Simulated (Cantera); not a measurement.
An adiabatic, constant-pressure homogeneous reactor starts with CH₄ : O₂ : N₂ = 1 : 2.3 : 8.64 (molar parts), equivalence ratio 0.87, at 1475 K and 1.00 bar.

Cantera simulation using GRI-Mech 3.0 (53 species, 325 reactions); the numbers are that mechanism's predictions, not measurements.

x: mole fraction; the columns are a selection and need not sum to one.

| t (s) | T (K) | x CH₄ | x O₂ | x H | x C₂H₄ | x NO | x HCO | x CH₂CO |
|---|---|---|---|---|---|---|---|---|
| 3.00e-6 | 1475 | 0.0838 | 0.193 | 6.18e-9 | <1e-12 | <1e-12 | <1e-12 | <1e-12 |
| 8.88e-6 | 1475 | 0.0838 | 0.193 | 6.67e-9 | 3.94e-12 | <1e-12 | <1e-12 | <1e-12 |
| 2.63e-5 | 1475 | 0.0837 | 0.193 | … | 1.56e-10 | <1e-12 | 1.66e-12 | <1e-12 |
| 7.77e-5 | 1475 | 0.0837 | 0.193 | … | 6.88e-9 | <1e-12 | 2.23e-11 | <1e-12 |
| 0.000230 | 1475 | 0.0837 | 0.193 | … | 4.93e-7 | <1e-12 | 5.83e-10 | 1.89e-10 |
| 0.000681 | 1479 | 0.0826 | 0.192 | … | 3.61e-5 | <1e-12 | 2.53e-8 | 2.21e-7 |
| 0.00201 | 2690 | <1e-12 | 0.0357 | 0.00585 | <1e-12 | 0.00187 | 1.73e-8 | <1e-12 |
| 0.00596 | 2684 | <1e-12 | 0.0324 | 0.00557 | <1e-12 | 0.00959 | 1.68e-8 | <1e-12 |
| 0.0176 | 2682 | <1e-12 | 0.0316 | 0.00553 | <1e-12 | 0.0113 | 1.67e-8 | <1e-12 |
| 0.0522 | 2682 | <1e-12 | 0.0316 | 0.00553 | <1e-12 | 0.0113 | 1.67e-8 | <1e-12 |
| 0.154 | 2682 | <1e-12 | 0.0316 | 0.00553 | <1e-12 | 0.0113 | 1.67e-8 | <1e-12 |
| 0.457 | 2682 | <1e-12 | 0.0316 | 0.00553 | <1e-12 | 0.0113 | 1.67e-8 | <1e-12 |
| 1.35 | 2682 | <1e-12 | 0.0316 | 0.00553 | <1e-12 | 0.0113 | 1.67e-8 | <1e-12 |
| 4.00 | 2682 | <1e-12 | 0.0316 | 0.00553 | <1e-12 | 0.0113 | 1.67e-8 | <1e-12 |

Q: What belongs in the gaps?

A: 
- 2.63e-5, x H: 8.36e-9
- 7.77e-5, x H: 1.59e-8
- 0.000230, x H: 6.48e-8
- 0.000681, x H: 5.47e-7
